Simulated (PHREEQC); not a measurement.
Dissolve 1.6 mmol/kgw KOH and 2 mmol/kgw (CH3)4NCl at 54 °C. Closed to the air; pH follows from the charge balance.

Computed with PHREEQC (ion-association model, phreeqc.dat).

Each row changes one thing in this solution. No solid was allowed to form.

```csv
case,pH,ionic strength (mol/kgw),SI of Sylvite (KCl)
as made,10.33,0.00360,-6.59
(CH3)4NCl from 0.002 to 0.001 mol/kgw,10.34,0.00260,-6.88
diluted 2-fold with water,10.04,[?],-7.17
temperature from 54 to 30 °C,11.01,0.00360,-6.48
0.00013 mol/kgw Fe2(SO4)3 added,9.89,[?],-6.59
temperature from 54 to 90 °C,9.58,0.00360,-6.73
diluted 10-fold with water,9.35,0.000360,-8.55
diluted 5-fold with water,[?],0.000720,-7.95
0.00018 mol/kgw LiCl added,10.33,0.00378,-6.55
```

**Question.** Some entries are withheld; supply them.

**Answer.** 
- diluted 2-fold with water, ionic strength (mol/kgw): 0.00180
- 0.00013 mol/kgw Fe2(SO4)3 added, ionic strength (mol/kgw): 0.00398
- diluted 5-fold with water, pH: 9.65

Complexes and solids missing from the database can't appear. Some of these states are supersaturated (in Hematite (slow to form), Goethite (slow to form), for instance). (CH3)4N+ isn't in the database: it is added as a free cation with an ion size of 4 Å. Constants without temperature data keep their 25 °C values here.
